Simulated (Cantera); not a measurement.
Charge: 1 mol C2H2, 0.089 mol NH3, 3.2 mol N2, held at 2123.15 K and 0.100 bar.

Cantera equilibrium calculation (NASA polynomials, part measured and part estimated; ideal gas, pure solids and liquids). Candidate condensed phases: C, C6H6, C7H8, C8H18; 92 gas species. Kinetics and transport are ignored.

Base state: N2 0.734, H2 0.250, HCN 0.00996, H 0.00567, HNC 0.000698, C2H2 (acetylene) 0.000414 (mole fractions); condensed: C(graphite).

**Question.** What changes in the equilibrium state with this change: C2H2 replaced by C6H6?

**Answer.** 
```tsv
species	before	after
N2	0.734	0.501
H2	0.250	0.479
HCN	0.00996	0.0114
H	0.00567	0.00786
C2H2 (acetylene)	0.000414	0.000793
HNC	0.000698	0.000799
C(graphite), mol	1.95	5.91
```

**Question.** What changes in the equilibrium state with this change: C2H2 replaced by toluene?

**Answer.** 
| species | before | after |
|---|---|---|
| H2 | 0.250 | 0.547 |
| N2 | 0.734 | 0.432 |
| HCN | 0.00996 | 0.0113 |
| H | 0.00567 | 0.00840 |
| C2H2 (acetylene) | 0.000414 | 0.000906 |
| HNC | 0.000698 | 0.000793 |
| C(graphite), mol | 1.95 | 6.90 |
